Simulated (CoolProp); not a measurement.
Vapour-liquid equilibrium of carbon dioxide (1) + neopentane (2) at -10.35 °C; x and y are mole fractions of (1).

Computed with CoolProp (multi-fluid Helmholtz-energy mixture model, Span 1996 and Lemmon 2006; pair parameters Bell 2016).

```
x     bubble pressure (kPa)  y at the bubble point  dew pressure at overall composition x (kPa)  liquid density (mol/L)
----  ---------------------  ---------------------  -------------------------------------------  ----------------------
0.05                  222.8                  0.790                                          ___                     ___
0.15                  586.7                  0.920                                        54.79                   9.613
0.25                  926.4                  0.949                                        62.15                   10.38
0.35                   1214                  0.962                                        71.76                     ___
0.45                   1445                  0.969                                        84.85                   12.22
0.55                   1632                  0.973                                        103.7                   13.36
0.65                   1801                  0.977                                        133.4                   14.69
0.75                   1979                  0.982                                        186.8                   16.29
0.85                    ___                  0.987                                        311.9                   18.26
0.95                   2462                  0.995                                        939.4                   20.80
```

**Question.** What belongs in the gaps?

**Answer.** 
- 0.05, dew pressure at overall composition x (kPa): 48.96
- 0.05, liquid density (mol/L): 8.930
- 0.35, liquid density (mol/L): 11.24
- 0.85, bubble pressure (kPa): 2193

No azeotrope shows between x = 0.05 and 0.95.

The pair parameters rest on a limited set of measurements; away from them the model extrapolates. The gap from Raoult's law changes sign with composition, which may be real or a fault of the pair parameters; it wasn't checked against measurements.
